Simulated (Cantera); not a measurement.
A Cantera script and what it prints.

```python
import numpy as np
import cantera as ct

gas_names = """
    Fe FeO N NO NO2 NO3 N2 N2O O O2 O3 S SN SO SO2 SO3 S2 S2O S8
""".split()
cond_names = """
    Fe(a) Fe(c) Fe(d) Fe(L) FeO(s) FeO(L) FeS(a) FeS(b) FeS(c) FeS(L) FeSO4(s) FeS2(s) Fe2O3(s)
    Fe2S3O12(s) Fe3O4(s) S(cr1) S(cr2) S(L)
""".split()


# ... load() reads the species with a 1 bar reference pressure and builds the phases ...
atoms = {
    'FeS': {'Fe': 1, 'S': 1},
    'SO2': {'S': 1, 'O': 2},
    'N2': {'N': 2},
}
top_T = {'FeSO4(s)': 950, 'FeS2(s)': 1010, 'Fe2O3(s)': 1830, 'Fe2S3O12(s)': 1100, 'Fe3O4(s)': 1870}  # K; cautious upper limits of use, not melting points


# ... equilibrate(T, P, feed) seeds the gas with the atoms and calls Mixture.equilibrate('TP', solver="vcs", rtol=1e-11, max_steps=5000) ...
results = []
feed = {'FeS': 1, 'SO2': 0.054, 'N2': 2.3}  # mol
P = 550000  # Pa
for T in [775, 825, 875, 925, 975, 1025, 1075, 1125, 1175, 1225, 1275, 1325]:
    mix = equilibrate(T, P, feed)
    results.append((T, P, feed, dict(zip(mix.species_names, mix.species_moles))))
    x = sorted(zip(gas.X, gas.species_names), reverse=True)
    print(f"T = {T:g} K  P = {P:g} Pa  gas = {mix.phase_moles(0):.4g} mol")
    print("   x: " + "  ".join(f"{s} {v:.3e}" for v, s in x if v > 1e-05))
    print("   condensed (mol): " + ("  ".join(f"{mix.phase(i).name} {mix.phase_moles(i):.4g}"
          for i in range(1, mix.n_phases) if mix.phase_moles(i) > 1e-12) or "none"))
```

Output:

```
T = 775 K  P = 550000 Pa  gas = 2.3 mol
   x: N2 9.998e-01  SO2 1.752e-04
   condensed (mol): FeS(c) 0.7856  FeS2(s) 0.134  Fe3O4(s) 0.0268
T = 825 K  P = 550000 Pa  gas = 2.308 mol
   x: N2 9.967e-01  SO2 3.187e-03  S2 6.543e-05
   condensed (mol): FeS(c) 0.8138  FeS2(s) 0.1163  Fe3O4(s) 0.02332
T = 875 K  P = 550000 Pa  gas = 2.354 mol
   x: N2 9.770e-01  SO2 2.255e-02  S2 4.291e-04  S2O 4.271e-05
   condensed (mol): FeS(c) 0.9987  Fe3O4(s) 0.0004343
T = 925 K  P = 550000 Pa  gas = 2.354 mol
   x: N2 9.770e-01  SO2 2.243e-02  S2 5.694e-04  S2O 5.115e-05
   condensed (mol): FeS(c) 0.9983  Fe3O4(s) 0.0005724
T = 975 K  P = 550000 Pa  gas = 2.354 mol
   x: N2 9.769e-01  SO2 2.228e-02  S2 7.358e-04  S2O 6.022e-05
   condensed (mol): FeS(c) 0.9978  Fe3O4(s) 0.0007356
T = 1025 K  P = 550000 Pa  gas = 2.354 mol
   x: N2 9.769e-01  SO2 2.212e-02  S2 9.279e-04  S2O 6.975e-05
   condensed (mol): FeS(c) 0.9972  Fe3O4(s) 0.0009235
T = 1075 K  P = 550000 Pa  gas = 2.355 mol
   x: N2 9.768e-01  SO2 2.193e-02  S2 1.145e-03  S2O 7.961e-05
   condensed (mol): FeS(c) 0.9966  Fe3O4(s) 0.001135
T = 1125 K  P = 550000 Pa  gas = 2.355 mol
   x: N2 9.768e-01  SO2 2.172e-02  S2 1.384e-03  S2O 8.967e-05
   condensed (mol): FeS(c) 0.9959  Fe3O4(s) 0.001369
T = 1175 K  P = 550000 Pa  gas = 2.355 mol
   x: N2 9.767e-01  SO2 2.150e-02  S2 1.645e-03  S2O 9.979e-05  SO 1.122e-05
   condensed (mol): FeS(c) 0.9951  Fe3O4(s) 0.001623
T = 1225 K  P = 550000 Pa  gas = 2.355 mol
   x: N2 9.767e-01  SO2 2.126e-02  S2 1.925e-03  S2O 1.099e-04  SO 1.928e-05
   condensed (mol): FeS(c) 0.9943  Fe3O4(s) 0.001895
T = 1275 K  P = 550000 Pa  gas = 2.355 mol
   x: N2 9.766e-01  SO2 2.100e-02  S2 2.220e-03  S2O 1.198e-04  SO 3.169e-05
   condensed (mol): FeS(c) 0.9935  Fe3O4(s) 0.002183
T = 1325 K  P = 550000 Pa  gas = 2.355 mol
   x: N2 9.766e-01  SO2 2.073e-02  S2 2.527e-03  S2O 1.293e-04  SO 5.011e-05
   condensed (mol): FeS(c) 0.9925  Fe3O4(s) 0.002484
```

Cantera equilibrium calculation (NASA polynomials, part measured and part estimated; ideal gas, pure solids and liquids). Mutual solubility and eutectic melting of coexisting phases are not modelled. FeS: taken at fixed stoichiometry. Gases not in the tables: S3 to S7.
